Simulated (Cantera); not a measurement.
A closed system holds: 1 mol SiCl4, 0.76 mol NH3, 32 mol H2, equilibrated at 750 Torr.

Cantera equilibrium calculation (NASA polynomials, part measured and part estimated; ideal gas, pure solids and liquids). Candidate condensed phases: NH4Cl, Si, Si3N4; 28 gas species. Mutual solubility and eutectic melting of coexisting phases are not modelled. Gases not in the tables: Si2H6 and higher silanes. Equilibrium is a limit: real reactors are often held back by kinetics, nucleation or transport.

### Question
What share of the Si ends up in condensed phases as a function of T (K), at 973, 1073, 1173, 1273, 1373, 1473, 1573, 1673, 1773, 1873, 1973, 2073?

### Answer
```json
[
 {"T (K)": "973", "Si condensed (%)": "56.9", "as": "Si3N4(s)"},
 {"T (K)": "1073", "Si condensed (%)": "56.9", "as": "Si3N4(s)"},
 {"T (K)": "1173", "Si condensed (%)": "56.9", "as": "Si3N4(s)"},
 {"T (K)": "1273", "Si condensed (%)": "56.9", "as": "Si3N4(s)"},
 {"T (K)": "1373", "Si condensed (%)": "56.8", "as": "Si3N4(s)"},
 {"T (K)": "1473", "Si condensed (%)": "56.1", "as": "Si3N4(s)"},
 {"T (K)": "1573", "Si condensed (%)": "53.0", "as": "Si3N4(s)"},
 {"T (K)": "1673", "Si condensed (%)": "44.1", "as": "Si3N4(s)"},
 {"T (K)": "1773", "Si condensed (%)": "29.7", "as": "Si(l) + Si3N4(s)"},
 {"T (K)": "1873", "Si condensed (%)": "34.4", "as": "Si(l)"},
 {"T (K)": "1973", "Si condensed (%)": "38.3", "as": "Si(l)"},
 {"T (K)": "2073", "Si condensed (%)": "41.2", "as": "Si(l)"}
]
```
